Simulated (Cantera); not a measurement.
Feed: 1 mol Al, a varied amount of HBr, at 550 K and 0.133 bar.

These are equilibrium values from Cantera (NASA tables, ideal gas, pure condensed phases), not measurements of a reactor. Candidate condensed phases: Al, AlBr₃, Br₂; 11 gas species. Kinetics and transport are ignored.

### Question
At 1.8 mol HBr, list the 3 most abundant gas species with their mole fractions, and the condensed phases.

### Answer
H₂ 0.738, Al₂Br₆ 0.231, AlBr₃ 0.0308. Condensed: Al(s).
